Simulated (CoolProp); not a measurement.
Saturation properties of toluene.

Computed with CoolProp (reference Helmholtz-energy equation of state, Lemmon 2006). It is a short technical equation, of lower accuracy than the large ones.

| T (°C) | p (bar) | vapour density (kg/m³) | liquid conductivity (mW/(m K)) |
|---|---|---|---|
| 193.75 | 6.703 | 18.74 | 88.9 |
| 202.25 | 7.805 | 21.87 | 87.3 |
| 210.75 | 9.038 | 25.44 | 85.9 |
| 219.25 | 10.41 | 29.51 | 84.5 |
| 227.85 | 11.95 | 34.23 | 83.2 |
| 236.35 | 13.64 | 39.58 | 82.0 |
| 244.85 | 15.50 | 45.74 | 80.8 |
| 253.35 | 17.54 | 52.89 | 79.8 |
| 261.85 | 19.79 | 61.26 | 78.8 |

It boils at 110.6 °C under 1 atm.

Thermal conductivity comes from a separate model (Assael 2012).
